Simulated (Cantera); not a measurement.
A closed system holds: 1 mol Ta2O5, 1.3 mol CH4, 7.6 mol H2, equilibrated at 752 °C and 7.50 Torr.

Method: chemical equilibrium by Gibbs-energy minimisation in Cantera with the NASA 1993 tables (ideal gas, pure condensed phases). Candidate condensed phases: C, C6H6, C7H8, C8H18, H2O, Ta, TaC, Ta2O5; 113 gas species. Mutual solubility and eutectic melting of coexisting phases are not modelled. TaC: taken at fixed stoichiometry. Condensed phases not in the tables: Ta2C. The numbers say what is thermodynamically allowed, not how fast it happens.

Base state: H2 0.916, CO 0.0830, CH4 0.000600, H2O 0.000207, CO2 2.44e-5 (mole fractions); condensed: TaC(s) + Ta2O5(s).

Q: What changes in the equilibrium state with this change: temperature from 752 °C to 1750 °C?

A: 
| species | before | after |
|---|---|---|
| H2 | 0.916 | 0.868 |
| CO | 0.0830 | 0.112 |
| H | 4.17e-8 | 0.0177 |
| TaO2 | <1e-9 | 0.000157 |
| CH4 | 0.000600 | <1e-9 |
| TaO | <1e-9 | 2.99e-5 |
| H2O | 0.000207 | 0.00176 |
| CO2 | 2.44e-5 | 4.85e-5 |
| TaC(s), mol | 0.370 | 0 |
| Ta2O5(s), mol | 0.815 | 0.735 |
| Ta(s), mol | 0 | 0.528 |
Condensed phases not in the tables: Ta2C, N, O or C dissolved in the metal.
